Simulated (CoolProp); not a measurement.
Methanol at several states: fugacity coefficient from the reference equation and from simpler models built on Tc = 513.4 K, pc = 8.216 MPa, ω = 0.565; each cubic takes its own stable root.

Model: reference Helmholtz-energy equation of state, de Reuck 1993, in CoolProp.

```json
[
 {"T (K)": "259.2", "p (MPa)": "0.02", "phase": "liquid", "reference": "0.07942"},
 {"T (K)": "405.7", "p (MPa)": "0.676", "phase": "gas", "reference": "0.9173"},
 {"T (K)": "309.2", "p (MPa)": "0.0271", "phase": "gas", "reference": "0.9821"},
 {"T (K)": "510.3", "p (MPa)": "0.0282", "phase": "gas", "reference": "0.9989"},
 {"T (K)": "581.4", "p (MPa)": "0.0176", "phase": "gas", "reference": "0.9996"},
 {"T (K)": "257", "p (MPa)": "0.349", "phase": "liquid", "reference": "0.003914"}
]
```

Q: How far does each simpler model (Redlich-Kwong, Soave-Redlich-Kwong) lie from the reference over these 6 states: mean and median of the absolute difference, and the worst?

A: 
- Redlich-Kwong: mean 407.1 %, median 2.2 %, worst +1285.5 % at 257 K and 0.349 MPa
- Soave-Redlich-Kwong: mean 13.1 %, median 2.7 %, worst -37.1 % at 257 K and 0.349 MPa

At some of these states Redlich-Kwong, Soave-Redlich-Kwong gives the other phase, because its saturation line lies elsewhere.
